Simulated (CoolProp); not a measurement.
Vapour-liquid equilibrium of ethanol (1) + o-xylene (2) at 347 kPa; x and y are mole fractions of (1).

Model: multi-fluid Helmholtz-energy mixture model, Schroeder 2014 and Zhou 2012; pair parameters Bell 2016, in CoolProp.

Question: Give the bubble temperature and the first vapour's composition at x = 0.05, 0.8, 0.875. Is there an azeotrope?

Answer: x = 0.05: 438.6 K, y = 0.503; x = 0.8: 390.1 K, y = 0.928; x = 0.875: 388.7 K, y = 0.950. No azeotrope shows between x = 0.05 and 0.95.

Pair parameters are fitted to limited data, so mixtures are less certain than the pure fluids. With so large a gap from Raoult's law the liquid may split in two, which this calculation doesn't test in full.
